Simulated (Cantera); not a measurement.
Equilibrium for abatement and gas-phase synthesis: HF + H2O + N2

A closed system holds: 1 mol HF, 0.099 mol H2O, 2 mol N2, at 32.0 Pa.

Cantera equilibrium calculation (NASA polynomials, part measured and part estimated; ideal gas, pure solids and liquids). Candidate condensed phases: H2O; 40 gas species. The numbers say what is thermodynamically allowed, not how fast it happens.

```csv
T (°C),log p N2,log p HF,log p H,log p F,log p O,log p H2,log p OH,log p O2
2075,-3.71,-4.01,-4.81,-5.89,-5.22,-5.80,-6.04,-6.07
2150,-3.71,-4.02,-4.73,-5.57,-5.14,-5.96,-6.19,-6.27
2225,-3.72,-4.04,-4.65,-5.28,-5.10,-6.10,-6.37,-6.51
2300,-3.72,-4.07,-4.57,-5.02,-5.08,-6.22,-6.54,-6.78
2375,-3.73,-4.11,-4.49,-4.81,-5.07,-6.31,-6.70,-7.06
2450,-3.74,-4.17,-4.40,-4.64,-5.07,-6.38,-6.86,-7.34
2525,-3.76,-4.25,-4.32,-4.50,-5.08,-6.45,-7.01,-7.62
2600,-3.77,-4.36,-4.24,-4.39,-5.09,-6.53,-7.17,-7.89
2675,-3.79,-4.49,-4.18,-4.30,-5.10,-6.62,-7.33,-8.15
2750,-3.80,-4.65,-4.14,-4.24,-5.11,-6.74,-7.49,-8.40
2825,-3.81,-4.82,-4.11,-4.20,-5.12,-6.86,-7.66,-8.63
```
log p: log10 of the partial pressure in bar; nothing condenses.

From 2075 °C to 2825 °C nothing is condensed.
